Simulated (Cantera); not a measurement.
Charge: 1 mol CHF₃, 0.63 mol HCl, 7.2 mol H₂, held at 0.133 bar.

Method: chemical equilibrium by Gibbs-energy minimisation in Cantera with the NASA 1993 tables (ideal gas, pure condensed phases). Candidate condensed phases: C, C₆H₆, C₇H₈, C₈H₁₈; 135 gas species. Ions and electrons are included (thermal ionisation). Equilibrium is a limit: real reactors are often held back by kinetics, nucleation or transport.

x: gas mole fraction; n: condensed amount in mol.

```json
[
 {"T (°C)": "2227", "x H": "0.0525", "x H₂": "0.582", "x HF": "0.297", "x F": "5.59e-5", "x HCl": "0.0585", "x C": "1.25e-6", "x Cl": "0.00373", "x C₂H₂ (acetylene)": "0.00630", "x C₃": "3.73e-6", "n C(graphite)": "0.870"},
 {"T (°C)": "2727", "x H": "0.269", "x H₂": "0.386", "x HF": "0.259", "x F": "0.00111", "x HCl": "0.0370", "x C": "0.000380", "x Cl": "0.0175", "x C₂H₂ (acetylene)": "0.0240", "x C₃": "0.00234", "n C(graphite)": "0.250"},
 {"T (°C)": "3227", "x H": "___", "x H₂": "___", "x HF": "___", "x F": "___", "x HCl": "___", "x C": "___", "x Cl": "0.0314", "x C₂H₂ (acetylene)": "___", "x C₃": "___", "n C(graphite)": "0"},
 {"T (°C)": "3727", "x H": "0.729", "x H₂": "___", "x HF": "___", "x F": "___", "x HCl": "___", "x C": "___", "x Cl": "0.0330", "x C₂H₂ (acetylene)": "___", "x C₃": "___", "n C(graphite)": "0"},
 {"T (°C)": "4227", "x H": "0.763", "x H₂": "0.00650", "x HF": "0.0272", "x F": "0.122", "x HCl": "0.000413", "x C": "0.0467", "x Cl": "0.0312", "x C₂H₂ (acetylene)": "6.37e-7", "x C₃": "7.12e-5", "n C(graphite)": "0"},
 {"T (°C)": "4727", "x H": "0.772", "x H₂": "0.00192", "x HF": "0.00628", "x F": "0.140", "x HCl": "0.000120", "x C": "0.0481", "x Cl": "0.0306", "x C₂H₂ (acetylene)": "8.13e-9", "x C₃": "2.14e-6", "n C(graphite)": "0"}
]
```

Task: Fill in the missing entries.

Result: 
- 3227, x H: 0.592
- 3227, x H₂: 0.134
- 3227, x HF: 0.188
- 3227, x F: 0.0112
- 3227, x HCl: 0.0107
- 3227, x C: 0.00811
- 3227, x C₂H₂ (acetylene): 0.00381
- 3227, x C₃: 0.0106
- 3727, x H₂: 0.0279
- 3727, x HF: 0.100
- 3727, x F: 0.0635
- 3727, x HCl: 0.00193
- 3727, x C: 0.0344
- 3727, x C₂H₂ (acetylene): 8.13e-5
- 3727, x C₃: 0.00252
